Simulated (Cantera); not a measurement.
Charge: 1 mol Nb, 0.018 mol O2, 170 mol H2, at 0.133 bar.

Cantera equilibrium calculation (NASA polynomials, part measured and part estimated; ideal gas, pure solids and liquids). Candidate condensed phases: H2O, Nb, NbO, NbO2, Nb2O5; 12 gas species. Condensed phases not in the tables: N, O or C dissolved in the metal. Kinetics and transport are ignored.

### Question
At 2123 K, list the 3 most abundant gas species with their mole fractions, and the condensed phases.

### Answer
H2 0.990, H 0.00978, H2O 0.000209. Condensed: Nb(s).
